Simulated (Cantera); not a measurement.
An isothermal, constant-pressure homogeneous reactor starts with CO : O₂ : H₂O : N₂ = 0.0031 : 0.055 : 0.0037 : 1 (molar parts), equivalence ratio 0.028, at 1475 K and 1800 Torr.

Detailed kinetics in Cantera: GRI-Mech 3.0 (53 species, 325 reactions).

x: mole fraction; the columns are a selection and need not sum to one.

| t (s) | x CO | x O₂ | x H₂O | x CO₂ | x H₂ |
|---|---|---|---|---|---|
| 3.00e-6 | 0.00292 | 0.0518 | 0.00348 | 1.84e-9 | <1e-12 |
| 1.80e-5 | 0.00292 | 0.0518 | 0.00348 | 1.14e-8 | 3.20e-12 |
| 0.000108 | 0.00292 | 0.0518 | 0.00348 | 1.04e-7 | 4.00e-10 |
| 0.000646 | 0.00286 | 0.0517 | 0.00347 | 5.64e-5 | 6.80e-7 |
| 0.00387 | … | 0.0505 | 0.00345 | 0.00264 | 2.09e-6 |
| 0.0232 | … | 0.0504 | 0.00348 | 0.00292 | 8.12e-8 |
| 0.139 | … | 0.0504 | 0.00349 | 0.00292 | 1.39e-8 |
| 0.835 | 2.83e-8 | 0.0504 | 0.00349 | 0.00292 | 1.36e-8 |
| 5.00 | 2.83e-8 | 0.0504 | 0.00349 | 0.00292 | 1.36e-8 |
| 30.0 | 2.83e-8 | 0.0504 | 0.00349 | 0.00292 | 1.36e-8 |

Problem. What belongs in the gaps?

Solution. 
- 0.00387, x CO: 0.000279
- 0.0232, x CO: 5.76e-6
- 0.139, x CO: 3.70e-8
